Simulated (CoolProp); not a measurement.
Vapour-liquid equilibrium of n-decane (1) + n-dodecane (2) at 86.15 °C; x and y are mole fractions of (1).

Model: multi-fluid Helmholtz-energy mixture model, Lemmon 2006 and Lemmon 2004; pair parameters Bell 2016, in CoolProp.

Give the bubble pressure and the first vapour's composition at x = 0.05, 0.2, 0.35. Is there an azeotrope?

x = 0.05: 1.230 kPa, y = 0.213; x = 0.2: 1.887 kPa, y = 0.569; x = 0.35: 2.557 kPa, y = 0.742. No azeotrope shows between x = 0.05 and 0.95.

The pair parameters rest on a limited set of measurements; away from them the model extrapolates. The gap from Raoult's law changes sign with composition, which may be real or a fault of the pair parameters; it wasn't checked against measurements.
